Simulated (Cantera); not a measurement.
**Halide evaporation, hydrolysis and transport: CuF2 + H2O + H2**

Charge: 1 mol CuF2, 1.6 mol H2O, 0.73 mol H2, at 0.00300 bar.

Cantera equilibrium calculation (NASA polynomials, part measured and part estimated; ideal gas, pure solids and liquids). Candidate condensed phases: Cu, CuF2, CuO, Cu(OH)2, Cu2O, H2O; 27 gas species. Mutual solubility and eutectic melting of coexisting phases are not modelled. Rates play no part.

```json
[
 {"T (K)": "1048", "x HF": "0.601", "x H2O": "0.399", "x CuF": "1.02e-5", "x O2": "2.21e-7", "n Cu(s)": "0.460", "n Cu2O(s)": "0.270", "n Cu(l)": "0"},
 {"T (K)": "1073", "x HF": "0.601", "x H2O": "0.399", "x CuF": "1.82e-5", "x O2": "5.42e-7", "n Cu(s)": "0.460", "n Cu2O(s)": "0.270", "n Cu(l)": "0"},
 {"T (K)": "1098", "x HF": "0.601", "x H2O": "0.399", "x CuF": "3.15e-5", "x O2": "1.27e-6", "n Cu(s)": "0.460", "n Cu2O(s)": "0.270", "n Cu(l)": "0"},
 {"T (K)": "1123", "x HF": "0.601", "x H2O": "0.399", "x CuF": "5.32e-5", "x O2": "2.87e-6", "n Cu(s)": "0.460", "n Cu2O(s)": "0.270", "n Cu(l)": "0"},
 {"T (K)": "1148", "x HF": "0.600", "x H2O": "0.399", "x CuF": "8.77e-5", "x O2": "6.25e-6", "n Cu(s)": "0.460", "n Cu2O(s)": "0.270", "n Cu(l)": "0"},
 {"T (K)": "1173", "x HF": "0.600", "x H2O": "0.399", "x CuF": "0.000142", "x O2": "1.32e-5", "n Cu(s)": "0.460", "n Cu2O(s)": "0.270", "n Cu(l)": "0"},
 {"T (K)": "1198", "x HF": "0.600", "x H2O": "0.399", "x CuF": "0.000224", "x O2": "2.68e-5", "n Cu(s)": "0.460", "n Cu2O(s)": "0.270", "n Cu(l)": "0"},
 {"T (K)": "1223", "x HF": "0.600", "x H2O": "0.399", "x CuF": "0.000346", "x O2": "5.30e-5", "n Cu(s)": "0.461", "n Cu2O(s)": "0.269", "n Cu(l)": "0"},
 {"T (K)": "1248", "x HF": "0.600", "x H2O": "0.399", "x CuF": "0.000527", "x O2": "0.000102", "n Cu(s)": "0.461", "n Cu2O(s)": "0.269", "n Cu(l)": "0"},
 {"T (K)": "1273", "x HF": "0.599", "x H2O": "0.400", "x CuF": "0.000787", "x O2": "0.000191", "n Cu(s)": "0.462", "n Cu2O(s)": "0.267", "n Cu(l)": "0"},
 {"T (K)": "1298", "x HF": "0.599", "x H2O": "0.400", "x CuF": "0.00116", "x O2": "0.000350", "n Cu(s)": "0.464", "n Cu2O(s)": "0.266", "n Cu(l)": "0"},
 {"T (K)": "1323", "x HF": "0.598", "x H2O": "0.400", "x CuF": "0.00167", "x O2": "0.000624", "n Cu(s)": "0.468", "n Cu2O(s)": "0.263", "n Cu(l)": "0"},
 {"T (K)": "1348", "x HF": "0.597", "x H2O": "0.400", "x CuF": "0.00239", "x O2": "0.00109", "n Cu(s)": "0.474", "n Cu2O(s)": "0.259", "n Cu(l)": "0"},
 {"T (K)": "1373", "x HF": "0.595", "x H2O": "0.399", "x CuF": "0.00335", "x O2": "0.00196", "n Cu(s)": "0", "n Cu2O(s)": "0.251", "n Cu(l)": "0.485"}
]
```
x: gas mole fraction; n: condensed amount in mol.

From 1048 K to 1348 K the condensed part is Cu(s) + Cu2O(s). At 1373 K the condensed part is Cu(l) + Cu2O(s). The main Cu-bearing gas is CuF throughout.
